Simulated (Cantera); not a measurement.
What does this Cantera script print?

```python
import numpy as np
import cantera as ct

gas_names = [...]  # 113 gases of nasa_gas.yaml made of C, Cu, H, O
cond_names = """
    C(gr) C6H6(L) C7H8(L) C8H18(L),n-octa Cu(cr) Cu(L) CuO(s) CuO2H2(s) Cu2O(s) Cu2O(L) H2O(s) H2O(L)
""".split()


# ... load() reads the species with a 1 bar reference pressure and builds the phases ...
atoms = {
    'Cu2O': {'Cu': 2, 'O': 1},
    'CO': {'C': 1, 'O': 1},
    'H2': {'H': 2},
}
top_T = {'C(gr)': 4500, 'CuO(s)': 1390}  # K; cautious upper limits of use, not melting points


# ... equilibrate(T, P, feed) seeds the gas with the atoms and calls Mixture.equilibrate('TP', solver="vcs", rtol=1e-11, max_steps=5000) ...
results = []
feed = {'Cu2O': 1, 'CO': 7.7, 'H2': 1.4}  # mol
T = 1675  # K
P = 94000  # Pa
mix = equilibrate(T, P, feed)
results.append((T, P, feed, dict(zip(mix.species_names, mix.species_moles))))
print(gas.report(threshold=1e-05))
for i in range(1, mix.n_phases):
    print(f"{mix.phase(i).name:16s} {mix.phase_moles(i):12.5e} mol")
```

It prints:

```
       temperature   1675 K
          pressure   94000 Pa
           density   0.17396 kg/m^3
  mean mol. weight   25.773 kg/kmol
   phase of matter   gas

                          1 kg             1 kmol
                     ---------------   ---------------
          enthalpy       -2.9487e+06       -7.5997e+07  J
   internal energy        -3.489e+06       -8.9923e+07  J
           entropy              9875        2.5451e+05  J/K
    Gibbs function       -1.9489e+07        -5.023e+08  J
 heat capacity c_p              1456             37525  J/K
 heat capacity c_v            1133.4             29210  J/K

                      mass frac. Y      mole frac. X     chem. pot. / RT
                     ---------------   ---------------   ---------------
                CO           0.83997           0.77289            -35.37
               CO2            0.1249          0.073143           -61.683
                Cu        0.00029944        0.00012145           -7.1076
                 H        1.6026e-06        4.0976e-05           -10.568
                H2         0.0091575           0.11707           -21.137
               H2O          0.025674          0.036731           -47.451
     [ +107 minor]        1.1578e-06        8.4737e-07

C(gr)             0.00000e+00 mol
Cu(L)             1.99889e+00 mol
Cu2O(L)           0.00000e+00 mol
```

Method: chemical equilibrium by Gibbs-energy minimisation in Cantera with the NASA 1993 tables (ideal gas, pure condensed phases).
